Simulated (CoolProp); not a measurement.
Vapour-liquid equilibrium of ethanol (1) + n-nonane (2) at 6.17 bar; x and y are mole fractions of (1).

The numbers come from the multi-fluid Helmholtz-energy mixture model, Schroeder 2014 and Lemmon 2006; pair parameters Bell 2016 in CoolProp.

```
x      bubble temperature (K)  y at the bubble point  dew temperature at overall composition x (K)  liquid density (mol/L)
-----  ----------------------  ---------------------  --------------------------------------------  ----------------------
0.05                    475.0                  0.442                                         504.8                   4.481
0.125                   445.9                  0.707                                         499.6                   4.967
0.2                     431.6                  0.799                                         494.2                   5.370
0.275                   423.9                  0.840                                         488.6                   5.762
0.35                    419.4                  0.863                                         482.8                   6.175
0.425                   416.6                  0.878                                         476.4                   6.633
0.5                     414.7                  0.888                                         469.6                   7.153
0.575                   413.2                  0.897                                         462.0                   7.758
0.65                    411.9                  0.906                                         453.3                   8.474
0.725                   410.6                  0.916                                         443.3                   9.335
0.8                     409.3                  0.929                                         431.4                   10.39
0.875                   408.0                  0.948                                         417.1                   11.69
0.95                    406.6                  0.975                                         407.9                   13.32
```

No azeotrope shows between x = 0.05 and 0.95.

The pair parameters rest on a limited set of measurements; away from them the model extrapolates. With so large a gap from Raoult's law the liquid may split in two, which this calculation doesn't test in full.
